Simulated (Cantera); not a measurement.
# Formation from one mole of O2

Cantera with NASA thermochemical tables; ideal gases at 1 bar, condensed phases pure. Values are per mole of reaction as written; species without (g) are pure solids or liquids, kept so even where they would boil at 1 bar.

1.333 Ti + O2(g) = 0.6667 Ti2O3

```
T (K)  ΔH° (kJ)  ΔS° (J/K)  ΔG° (kJ)  log10 K  condensed phases
-----  --------  ---------  --------  -------  ----------------
300     -1013.9     -194.4    -955.6   166.37   Ti(α), Ti2O3(s)
973     -1000.7     -173.0    -832.4    44.69   Ti(α), Ti2O3(s)
1023     -999.8     -172.0    -823.8    42.06   Ti(α), Ti2O3(s)
1073     -999.0     -171.2    -815.2    39.69   Ti(α), Ti2O3(s)
1123     -998.4     -170.7    -806.7    37.52   Ti(α), Ti2O3(s)
1173    -1002.9     -174.6    -798.1    35.54   Ti(β), Ti2O3(s)
1223    -1001.6     -173.5    -789.4    33.71   Ti(β), Ti2O3(s)
1273    -1000.4     -172.5    -780.7    32.04   Ti(β), Ti2O3(s)
```

1.143 Ti + O2(g) = 0.2857 Ti4O7

```json
[
 {"T (K)": "300", "ΔH° (kJ)": "-972.7", "ΔS° (J/K)": "-183.5", "ΔG° (kJ)": "-917.7", "log10 K": "159.78", "condensed phases": "Ti(α), Ti4O7(s)"},
 {"T (K)": "973", "ΔH° (kJ)": "-965.1", "ΔS° (J/K)": "-171.2", "ΔG° (kJ)": "-798.5", "log10 K": "42.87", "condensed phases": "Ti(α), Ti4O7(s)"},
 {"T (K)": "1023", "ΔH° (kJ)": "-964.5", "ΔS° (J/K)": "-170.6", "ΔG° (kJ)": "-790.0", "log10 K": "40.34", "condensed phases": "Ti(α), Ti4O7(s)"},
 {"T (K)": "1073", "ΔH° (kJ)": "-964.0", "ΔS° (J/K)": "-170.1", "ΔG° (kJ)": "-781.5", "log10 K": "38.04", "condensed phases": "Ti(α), Ti4O7(s)"},
 {"T (K)": "1123", "ΔH° (kJ)": "-963.7", "ΔS° (J/K)": "-169.9", "ΔG° (kJ)": "-773.0", "log10 K": "35.95", "condensed phases": "Ti(α), Ti4O7(s)"},
 {"T (K)": "1173", "ΔH° (kJ)": "-967.8", "ΔS° (J/K)": "-173.4", "ΔG° (kJ)": "-764.4", "log10 K": "34.04", "condensed phases": "Ti(β), Ti4O7(s)"},
 {"T (K)": "1223", "ΔH° (kJ)": "-966.9", "ΔS° (J/K)": "-172.6", "ΔG° (kJ)": "-755.7", "log10 K": "32.28", "condensed phases": "Ti(β), Ti4O7(s)"},
 {"T (K)": "1273", "ΔH° (kJ)": "-966.0", "ΔS° (J/K)": "-171.9", "ΔG° (kJ)": "-747.1", "log10 K": "30.66", "condensed phases": "Ti(β), Ti4O7(s)"}
]
```

0.6667 Cr + O2(g) = 0.6667 CrO3(g)

| T (K) | ΔH° (kJ) | ΔS° (J/K) | ΔG° (kJ) | log10 K |
|---|---|---|---|---|
| 300 | -195.3 | -43.5 | -182.2 | 31.73 |
| 973 | -197.3 | -47.6 | -151.1 | 8.11 |
| 1023 | -197.5 | -47.7 | -148.7 | 7.59 |
| 1073 | -197.7 | -47.9 | -146.3 | 7.12 |
| 1123 | -198.0 | -48.1 | -143.9 | 6.69 |
| 1173 | -198.2 | -48.4 | -141.5 | 6.30 |
| 1223 | -198.5 | -48.6 | -139.1 | 5.94 |
| 1273 | -198.8 | -48.9 | -136.6 | 5.61 |

1.333 B + O2(g) = 0.6667 B2O3(g)

```json
[
 {"T (K)": "300", "ΔH° (kJ)": "-557.3", "ΔS° (J/K)": "-23.7", "ΔG° (kJ)": "-550.2", "log10 K": "95.80"},
 {"T (K)": "973", "ΔH° (kJ)": "-559.3", "ΔS° (J/K)": "-26.6", "ΔG° (kJ)": "-533.4", "log10 K": "28.63"},
 {"T (K)": "1023", "ΔH° (kJ)": "-559.5", "ΔS° (J/K)": "-26.9", "ΔG° (kJ)": "-532.0", "log10 K": "27.16"},
 {"T (K)": "1073", "ΔH° (kJ)": "-559.7", "ΔS° (J/K)": "-27.1", "ΔG° (kJ)": "-530.7", "log10 K": "25.83"},
 {"T (K)": "1123", "ΔH° (kJ)": "-560.0", "ΔS° (J/K)": "-27.3", "ΔG° (kJ)": "-529.3", "log10 K": "24.62"},
 {"T (K)": "1173", "ΔH° (kJ)": "-560.2", "ΔS° (J/K)": "-27.5", "ΔG° (kJ)": "-527.9", "log10 K": "23.51"},
 {"T (K)": "1223", "ΔH° (kJ)": "-560.4", "ΔS° (J/K)": "-27.7", "ΔG° (kJ)": "-526.6", "log10 K": "22.49"},
 {"T (K)": "1273", "ΔH° (kJ)": "-560.7", "ΔS° (J/K)": "-27.9", "ΔG° (kJ)": "-525.2", "log10 K": "21.55"}
]
```
